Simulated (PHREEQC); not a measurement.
0.42 g of hydrous ferric oxide (600 m²/g; 0.2 weak and 0.005 strong sites per Fe, Dzombak-Morel constants, diffuse double layer) in 1 kg of water with 0.1 mol/kgw of an inert sodium salt and 0.043 mmol/kgw MnCl2, 0.051 mmol/kgw H3BO3 and 0.024 mmol/kgw ZnSO4, at 25 °C; the pH is set by adding NaOH or the inert anion's acid. The system is closed to oxygen. No CO2 enters from the air. Nothing may precipitate in this run.

All values are PHREEQC results (ion-association model, wateq4f.dat), not measurements.

```csv
pH,Mn sorbed (%),B sorbed (%),S sorbed (%),Zn sorbed (%),surface charge σ (C/m²)
4,0.0,0.0,98.7,0.0,0.306
4.5,0.0,0.1,97.7,0.4,0.260
5,0.1,0.2,94.9,2.8,0.205
5.5,0.8,0.2,86.4,16.1,0.152
6,3.4,0.2,64.9,46.8,0.108
6.5,10.2,0.3,32.3,74.3,0.074
7,26.2,0.3,9.5,90.5,0.047
7.5,60.1,0.3,2.0,97.7,0.026
8,90.2,0.3,0.3,99.6,0.008
8.5,98.6,0.2,0.1,99.9,-0.009
9,99.8,0.2,0.0,100.0,-0.028
9.5,100.0,0.1,0.0,100.0,-0.052
10,100.0,0.0,0.0,99.9,-0.083
10.5,100.0,0.0,0.0,99.9,-0.122
11,100.0,0.0,0.0,99.6,-0.171
11.5,100.0,0.0,0.0,98.2,-0.223
12,100.0,0.0,0.0,82.2,-0.273
```
